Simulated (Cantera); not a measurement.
A closed system holds: 1 mol c-C4F8, 1.9 mol H2, at 3375 K and 0.133 bar.

Method: chemical equilibrium by Gibbs-energy minimisation in Cantera with the NASA 1993 tables (ideal gas, pure condensed phases). Candidate condensed phases: C, C6H6, C7H8, C8H18; 95 gas species. The feed counts by its element totals alone. The numbers say what is thermodynamically allowed, not how fast it happens.

Base state: HF 0.407, F 0.366, CF 0.0839, C3 0.0803, CF2 0.0207, H 0.0183, C 0.00903, C2 0.00879 (mole fractions); condensed: C(graphite).

Problem. What changes in the equilibrium state with this change: temperature from 3375 K to 1950 K?

Solution. 
```json
[
 {"species": "HF", "before": "0.407", "after": "0.778"},
 {"species": "CF4", "before": "8.06e-7", "after": "0.209"},
 {"species": "CF2", "before": "0.0207", "after": "0.00913"},
 {"species": "F", "before": "0.366", "after": "0.00212"},
 {"species": "C3", "before": "0.0803", "after": "<1e-9"},
 {"species": "H", "before": "0.0183", "after": "1.21e-6"},
 {"species": "CF", "before": "0.0839", "after": "7.65e-6"},
 {"species": "C", "before": "0.00903", "after": "<1e-9"},
 {"species": "C2", "before": "0.00879", "after": "<1e-9"},
 {"species": "C5", "before": "0.00403", "after": "<1e-9"},
 {"species": "C2H", "before": "0.000824", "after": "<1e-9"},
 {"species": "C4", "before": "0.000709", "after": "<1e-9"},
 {"species": "C(graphite), mol", "before": "0.463", "after": "2.93"}
]
```
Gases not in the tables: C2F6 and larger saturated fluorocarbons.

Problem. What changes in the equilibrium state with this change: temperature from 3375 K to 2675 K?

Solution. 
| species | before | after |
|---|---|---|
| HF | 0.407 | 0.584 |
| F | 0.366 | 0.199 |
| CF2 | 0.0207 | 0.191 |
| C3 | 0.0803 | 4.72e-5 |
| H | 0.0183 | 0.000188 |
| CF | 0.0839 | 0.0107 |
| C5 | 0.00403 | 2.87e-7 |
| C4 | 0.000709 | 5.67e-8 |
| CF4 | 8.06e-7 | 0.00995 |
| C(graphite), mol | 0.463 | 2.59 |
Gases not in the tables: C2F6 and larger saturated fluorocarbons.

Problem. What changes in the equilibrium state with this change: c-C4F8 replaced by C2F6?

Solution. 
```
species             before     after
----------------  --------  --------
HF                   0.407     0.534
F                    0.366     0.281
C3                  0.0803    0.0624
CF                  0.0839    0.0593
CF2                 0.0207    0.0112
H                   0.0183    0.0313
H2                0.000231  0.000674
C2H2 (acetylene)   3.77e-5   9.29e-5
CF3                2.99e-5   1.25e-5
C(graphite), mol     0.463         0
```
